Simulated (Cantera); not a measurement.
Feed: 1 mol TiO₂, 3.5 mol CH₄, 0.13 mol CO, equilibrated at 2225 K and 13.3 mbar.

These are equilibrium values from Cantera (NASA tables, ideal gas, pure condensed phases), not measurements of a reactor. Candidate condensed phases: C, C₆H₆, C₇H₈, C₈H₁₈, H₂O, Ti, TiC, TiO, TiO₂, Ti₂O₃, Ti₃O₅, Ti₄O₇; 113 gas species. TiC: taken at fixed stoichiometry. The numbers say what is thermodynamically allowed, not how fast it happens.

### Question
What is the equilibrium state?

### Answer
```
Quantity                                 Value
-----------------------------------  ---------
x(H₂)                                    0.722
x(CO)                                    0.228
x(H)                                    0.0477
x(C₂H₂ (acetylene))                    0.00212
x(C₂H)                                 5.19e-6
x(Ti)                                  2.85e-6
x(C₄H₂)                                2.54e-6
x(CH₃)                                 2.18e-6
x(CH₄)                                 1.73e-6
n(C(graphite))                       0.460 mol
n(TiC(s))                            1.000 mol
gas amount                           9.353 mol
log10 activity of Ti(l) (absent)         -3.57
log10 activity of Ti₂O₃(l) (absent)     -14.23
log10 activity of Ti₃O₅(l) (absent)     -23.49
```
